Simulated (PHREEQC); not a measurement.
Make-up at 25 °C: 1.2 mmol/kgw FeSO4, 0.17 mmol/kgw MgSO4, 0.82 mmol/kgw NaF and 16 mmol/kgw NaCl. Closed to the air; pH follows from the charge balance.

All values are PHREEQC results (ion-association model, phreeqc.dat), not measurements.

This is a speciation only: nothing precipitates in the calculation.

Q: Estimate the pH.

A: pH 6.48.

Q: In which forms is S present?

A: SO4-2 89 %, FeSO4 5.8 %, NaSO4- 4.3 %, MgSO4 1.0 % of the S.

Complexes and solids missing from the database can't appear. Fluoro complexes past AlF4- and FeF3 are missing from the database.
